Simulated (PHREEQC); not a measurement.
Ca(OH)2 is added in steps, without added water, to 1 kg of water holding 29 mmol/kgw CuCl2 and 1.7 mmol/kgw HCl, at 25 °C. Oxygen alone is held at its pressure in air (log pO2 = -0.68). CO2 from the air is kept out. Only these solids could form: Portlandite, Cu(OH)2, Atacamite.

Base run: PHREEQC, ion-association model, wateq4f.dat. Each further column changes one thing. The table gives pH.

```json
[
 {"Ca(OH)2 added (mol)": "0", "base": "2.85", "CuCl2 replaced by Cu(NO3)2 at the same molality": "2.85", "0.0019 mol/kgw Na2CO3 added": "4.21", "0.00044 mol/kgw Na2SO4 added": "2.85", "no solid may form": "2.85"},
 {"Ca(OH)2 added (mol)": "0.0034", "base": "4.23", "CuCl2 replaced by Cu(NO3)2 at the same molality": "4.85", "0.0019 mol/kgw Na2CO3 added": "4.26", "0.00044 mol/kgw Na2SO4 added": "4.23", "no solid may form": "5.70"},
 {"Ca(OH)2 added (mol)": "0.0068", "base": "4.29", "CuCl2 replaced by Cu(NO3)2 at the same molality": "4.91", "0.0019 mol/kgw Na2CO3 added": "4.32", "0.00044 mol/kgw Na2SO4 added": "4.29", "no solid may form": "6.03"},
 {"Ca(OH)2 added (mol)": "0.0102", "base": "4.36", "CuCl2 replaced by Cu(NO3)2 at the same molality": "…", "0.0019 mol/kgw Na2CO3 added": "4.41", "0.00044 mol/kgw Na2SO4 added": "4.36", "no solid may form": "6.33"},
 {"Ca(OH)2 added (mol)": "0.0136", "base": "4.45", "CuCl2 replaced by Cu(NO3)2 at the same molality": "5.07", "0.0019 mol/kgw Na2CO3 added": "4.52", "0.00044 mol/kgw Na2SO4 added": "4.46", "no solid may form": "6.75"},
 {"Ca(OH)2 added (mol)": "0.017", "base": "4.59", "CuCl2 replaced by Cu(NO3)2 at the same molality": "5.21", "0.0019 mol/kgw Na2CO3 added": "4.71", "0.00044 mol/kgw Na2SO4 added": "4.60", "no solid may form": "7.34"},
 {"Ca(OH)2 added (mol)": "0.0204", "base": "4.87", "CuCl2 replaced by Cu(NO3)2 at the same molality": "5.49", "0.0019 mol/kgw Na2CO3 added": "5.35", "0.00044 mol/kgw Na2SO4 added": "4.87", "no solid may form": "7.76"},
 {"Ca(OH)2 added (mol)": "0.0238", "base": "8.51", "CuCl2 replaced by Cu(NO3)2 at the same molality": "6.61", "0.0019 mol/kgw Na2CO3 added": "8.52", "0.00044 mol/kgw Na2SO4 added": "8.51", "no solid may form": "8.07"},
 {"Ca(OH)2 added (mol)": "0.0272", "base": "8.57", "CuCl2 replaced by Cu(NO3)2 at the same molality": "…", "0.0019 mol/kgw Na2CO3 added": "8.57", "0.00044 mol/kgw Na2SO4 added": "8.57", "no solid may form": "…"},
 {"Ca(OH)2 added (mol)": "0.0306", "base": "10.98", "CuCl2 replaced by Cu(NO3)2 at the same molality": "10.98", "0.0019 mol/kgw Na2CO3 added": "10.99", "0.00044 mol/kgw Na2SO4 added": "10.99", "no solid may form": "…"},
 {"Ca(OH)2 added (mol)": "0.034", "base": "11.72", "CuCl2 replaced by Cu(NO3)2 at the same molality": "11.72", "0.0019 mol/kgw Na2CO3 added": "11.73", "0.00044 mol/kgw Na2SO4 added": "11.72", "no solid may form": "11.65"}
]
```

Q: Fill in the missing entries.

A: 
- 0.0102, CuCl2 replaced by Cu(NO3)2 at the same molality: 4.98
- 0.0272, CuCl2 replaced by Cu(NO3)2 at the same molality: 6.66
- 0.0272, no solid may form: 8.39
- 0.0306, no solid may form: 10.92

The database's constant for dissolved Cu(OH)2 is higher than later reviews accept. In at least one series the solution becomes supersaturated in solids that the run did not let form, among them Cu(OH)2, Atacamite. Solids allowed in the column 'CuCl2 replaced by Cu(NO3)2 at the same molality': Portlandite, Cu(OH)2, Atacamite, Cu2(OH)3NO3. Solids allowed in the column '0.0019 mol/kgw Na2CO3 added': Calcite, Portlandite, Cu(OH)2, Malachite, Atacamite, Halite, Nahcolite, Natron. Solids allowed in the column '0.00044 mol/kgw Na2SO4 added': Gypsum, Portlandite, Cu(OH)2, Brochantite, Antlerite, Atacamite, Halite, Mirabilite, Chalcanthite.
